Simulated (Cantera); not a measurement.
# Premixed flame

A freely propagating, adiabatic, planar premixed flame of H2 : O2 : N2 = 1 : 0.278 : 1.04 (molar parts), equivalence ratio 1.8, unburnt at 650 K and 7500 Torr; mixture-averaged transport, grid criteria slope 0.08 and curve 0.16, no radiation.

Cantera simulation using the H2/O2 subset of GRI-Mech 3.0, which has no nitrogen chemistry; the numbers are that mechanism's predictions, not measurements. The hydrogen kinetics of GRI-Mech 3.0 are dated; newer H2 mechanisms differ, most at raised pressure. Burning velocities carry a grid error of a few per cent, more on coarse grids.

```
z (mm)    T (K)  u (m/s)   x H2      x O2   x H2O2       x H       x O    x H2O
--------  -----  -------  -----  --------  -------  --------  --------  -------
-0.0736     650     10.2  0.431     0.120    <1e-8     <1e-8     <1e-8    <1e-8
-0.0491     650     10.2  0.431     0.120    <1e-8     <1e-8     <1e-8  3.16e-8
-0.0368     650     10.2  0.431     0.120    <1e-8     <1e-8     <1e-8  2.47e-7
-0.0245     651     10.2  0.431     0.120  4.62e-8   1.64e-8   3.72e-8  9.71e-6
-0.0123     716     11.0  0.418     0.121  2.09e-5  0.000161   1.76e-5  0.00288
-0.00613   1018     15.1  0.377     0.112  7.74e-5   0.00447  0.000355   0.0322
0          1448     20.9  0.306    0.0792  2.53e-5    0.0213   0.00187    0.105
0.00613    1758     25.1  0.240    0.0381  4.61e-6    0.0399   0.00267    0.184
0.0123     1924     27.3  0.208    0.0151  2.66e-6    0.0472   0.00211    0.228
0.0245     2070     29.2  0.195   0.00276  1.19e-6    0.0440   0.00124    0.253
0.0491     2188     30.6  0.198  0.000510  5.64e-7    0.0325  0.000680    0.261
0.0981     2282     31.7  0.204  0.000192  3.02e-7    0.0213  0.000311    0.265
0.196      2349     32.5  0.208   7.36e-5  1.48e-7    0.0128  0.000119    0.269
```
x: mole fraction of selected species; z is measured from the peak of heat release.

```json
{
  "laminar_burning_velocity": "1020 cm/s",
  "thermal_thickness": "0.0245 mm",
  "peak x(H2O2)": "7.77e-5",
  "peak x(H)": "0.0477",
  "peak x(O)": "0.00268",
  "grid_points": "109"
}
```
